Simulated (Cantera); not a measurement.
An isothermal, constant-pressure homogeneous reactor starts with 0.0593 % H2, 71.4 % O2, 28.6 % N2, at 1175 K and 0.0132 atm.

Cantera simulation using GRI-Mech 3.0 (53 species, 325 reactions); the numbers are that mechanism's predictions, not measurements. Radical loss at walls, strong at low pressure, is not modelled.

Task: Predict: x(O2) at 200 s; x(OH) at 200 s; x(NO) at 200 s; x(O) at 200 s.

Result: 
| Quantity | Result |
|---|---|
| x(O2) at 200 s | 0.714 (gas-phase equilibrium 0.714) |
| x(OH) at 200 s | 1.45e-6 (gas-phase equilibrium 6.53e-7) |
| x(NO) at 200 s | 8.45e-9 (gas-phase equilibrium 0.000180) |
| x(O) at 200 s | 5.28e-7 (gas-phase equilibrium 1.08e-7) |
